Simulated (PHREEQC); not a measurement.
Consider water at 75 °C with 29 mmol/kgw MnSO4, 0.03 mmol/kgw ZnCl2 and 40 mmol/kgw KCl. Closed to the air; pH follows from the charge balance.

The numbers come from PHREEQC with the ion-association model, phreeqc.dat.

```
Quantity                     Result
--------------------  -------------
pH                             5.85
ionic strength        0.102 mol/kgw
specific conductance    17600 µS/cm
density                 0.981 g/cm³
```

| species | molality | activity | log γ |
|---|---|---|---|
| Cl- | 0.0391 | 0.0291 | -0.128 |
| K+ | 0.0374 | 0.0277 | -0.130 |
| Mn+2 | 0.0164 | 0.00598 | -0.438 |
| SO4-2 | 0.0147 | 0.00495 | -0.473 |
| MnSO4 | 0.0116 | 0.0119 | 0.010 |
| KSO4- | 0.00265 | 0.00203 | -0.114 |
| MnCl+ | 0.000930 | 0.000710 | -0.117 |
| Zn+2 | 1.64e-5 | 5.56e-6 | -0.469 |
| MnCl2 | 8.81e-6 | 9.03e-6 | 0.010 |
| ZnSO4 | 8.75e-6 | 8.96e-6 | 0.010 |
| MnOH+ | 4.63e-6 | 3.53e-6 | -0.117 |
| ZnCl+ | 3.85e-6 | 2.88e-6 | -0.126 |
| HSO4- | 3.21e-6 | 2.44e-6 | -0.119 |
| H+ | 1.76e-6 | 1.42e-6 | -0.092 |
| Zn(SO4)2-2 | 7.78e-7 | 2.59e-7 | -0.478 |
| OH- | 1.94e-7 | 1.44e-7 | -0.131 |

This is a speciation only: nothing precipitates in the calculation. At this temperature some constants are extrapolated from 25 °C, and those without enthalpy data are left unchanged.
